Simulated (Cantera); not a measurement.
Input: 1 mol CaCl2, 3.2 mol O2, 67 mol H2, at 1277 °C and 0.00510 Torr.

Cantera equilibrium calculation (NASA polynomials, part measured and part estimated; ideal gas, pure solids and liquids). Candidate condensed phases: Ca, CaCl2, CaO, Ca(OH)2, H2O; 21 gas species. Condensed phases not in the tables: oxide chlorides. Rates play no part.

Base state: H2 0.880, H2O 0.0810, HCl 0.0249, H 0.0113, CaCl2 0.00204, Cl 0.000255, CaCl 4.20e-5, OH 3.51e-5 (mole fractions); condensed: CaO(s).

### Question
What changes in the equilibrium state with this change: H2 from 67 to 11 mol?

### Answer
| species | before | after |
|---|---|---|
| H2O | 0.0810 | 0.459 |
| H2 | 0.880 | 0.379 |
| HCl | 0.0249 | 0.141 |
| CaCl2 | 0.00204 | 0.0115 |
| H | 0.0113 | 0.00743 |
| Ca | 1.44e-5 | 1.09e-6 |
| OH | 3.51e-5 | 0.000303 |
| Cl | 0.000255 | 0.00220 |
| CaO(s), mol | 0.857 | 0.861 |

### Question
What changes in the equilibrium state with this change: temperature from 1277 °C to 1300 °C?

### Answer
```tsv
species	before	after
H2	0.880	0.877
H2O	0.0810	0.0810
HCl	0.0249	0.0244
H	0.0113	0.0146
CaCl2	0.00204	0.00218
Ca	1.44e-5	2.65e-5
CaCl	4.20e-5	6.16e-5
OH	3.51e-5	4.87e-5
CaO(s), mol	0.857	0.844
```

### Question
What changes in the equilibrium state with this change: temperature from 1277 °C to 477 °C?

### Answer
```csv
species,before,after
H2,0.880,0.903
H2O,0.0810,0.0936
HCl,0.0249,0.00343
H,0.0113,<1e-9
CaCl2,0.00204,1.07e-8
Cl,0.000255,<1e-9
CaCl,4.20e-5,<1e-9
OH,3.51e-5,<1e-9
Ca,1.44e-5,<1e-9
"CaO(s), mol",0.857,0.115
"CaCl2(s), mol",0,0.885
```
